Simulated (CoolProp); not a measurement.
Vapour pressure (bar) of R1234ze(E): the reference equation beside estimates from Tc = 109.4 °C, pc = 36.35 bar, ω = 0.313.

The numbers come from the reference Helmholtz-energy equation of state, Thol 2016 in CoolProp.

```
T (°C)  reference  Lee-Kesler  van der Waals  Redlich-Kwong  Soave-Redlich-Kwong
------  ---------  ----------  -------------  -------------  -------------------
6.65        2.748       2.759          9.086          4.558                2.758
12.45       3.348       3.366          10.05          5.355                3.367
18.35       4.056       4.082          11.09          6.262                4.087
24.15       4.858       4.891          12.18          7.253                4.903
29.95           ?       5.814          13.33          8.349                5.837
35.75       6.816       6.861          14.55          9.554                6.899
41.55       7.993       8.042          15.84          10.87                8.099
47.45       9.340       9.392          17.22          12.34                9.475
53.25       10.82           ?          18.66              ?                10.99
```

### Question
What belongs in the gaps?

### Answer

- 29.95, reference: 5.775
- 53.25, Lee-Kesler: 10.88
- 53.25, Redlich-Kwong: 13.90

Absolute difference from the reference over all 9 rows, mean and median: Lee-Kesler 0.6 and 0.6 %, van der Waals 139.4 and 130.8 %, Redlich-Kwong 45.6 and 44.6 %, Soave-Redlich-Kwong 1.0 and 1.1 %.
